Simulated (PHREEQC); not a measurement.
Make-up at 25 °C: 59 mmol/kgw NaOH, 0.52 mmol/kgw H4SiO4 and 0.32 mmol/kgw (CH3)4NCl. Closed to the air; pH follows from the charge balance.

Model: ion-association model, phreeqc.dat, run in PHREEQC.

```
quantity               before     after
-------------------  --------  --------
pH                      12.66     11.80
H3SiO4- (mol/kgw)    0.000333  0.000369
H4SiO4 (mol/kgw)      3.88e-7   1.31e-6
SI of Quartz (SiO2)     -2.42     -2.30
```

**Question.** What was changed between the two runs?
A) NaOH left out
B) diluted 100-fold with water
C) NaOH from 0.059 to 0.0059 mol/kgw
D) NaOH from 0.059 to 0.295 mol/kgw
E) temperature from 25 to 55 °C

**Answer.** E, temperature from 25 to 55 °C

No solid was allowed to form. (CH3)4N+ isn't in the database: it is added as a free cation with an ion size of 4 Å. Constants without temperature data keep their 25 °C values here.
